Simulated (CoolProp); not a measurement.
p-xylene along the isotherm 620 K: density (kg/m³) from the reference equation and from simpler models built on Tc = 616.2 K, pc = 3.532 MPa, ω = 0.324; each cubic takes its own stable root.

The numbers come from the reference Helmholtz-energy equation of state, Zhou 2012 in CoolProp.

```csv
p (MPa),phase,reference
0.118,gas,2.461
0.235,gas,4.964
0.353,gas,7.555
0.471,gas,10.22
0.589,gas,12.96
0.706,gas,15.75
0.824,gas,18.66
0.942,gas,21.66
1.06,gas,24.76
1.18,gas,28.02
1.29,gas,31.12
1.41,gas,34.62
1.53,gas,38.27
1.65,gas,42.08
1.77,gas,46.06
```

Task: How far does each simpler model (ideal gas, Redlich-Kwong) lie from the reference over these 15 states: mean and median of the absolute difference, and the worst?

Result: 
- ideal gas: mean 10.7 %, median 10.4 %, worst -20.9 % at 620 K and 1.77 MPa
- Redlich-Kwong: mean 1.1 %, median 1.0 %, worst -2.1 % at 620 K and 1.77 MPa
